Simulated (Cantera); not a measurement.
A closed system holds: 1 mol SiC, 0.45 mol O2, 58 mol H2, held at 0.133 bar.

Equilibrium computed with Cantera from the NASA thermochemical tables; the gas is ideal and each condensed phase is pure. Candidate condensed phases: C, C6H6, C7H8, C8H18, H2O, Si, SiC, SiO2; 123 gas species. Mutual solubility and eutectic melting of coexisting phases are not modelled. The tables hold silica as quartz up to 1696 K and as liquid above; real silica turns to tridymite and cristobalite and melts near 1996 K. Gases not in the tables: Si2H6 and higher silanes. Rates play no part.

Task: Which condensed phases are stable at each of these points (T (K)): 1550, 1625, 1700, 1775, 1850, 1925, 2000, 2075, 2150?

Result: 
```csv
T (K),condensed phases,Si condensed (%)
1550,SiC(s) + SiO2(β-quartz),80.0
1625,SiC(s),55.0
1700,SiC(s),55.0
1775,SiC(s),54.9
1850,SiC(s),54.9
1925,SiC(s),54.6
2000,SiC(s),54.0
2075,SiC(s),52.6
2150,SiC(s),49.4
```

At 1550 K the condensed part is SiC(s) + SiO2(β-quartz). From 1625 K to 2150 K the condensed part is SiC(s).
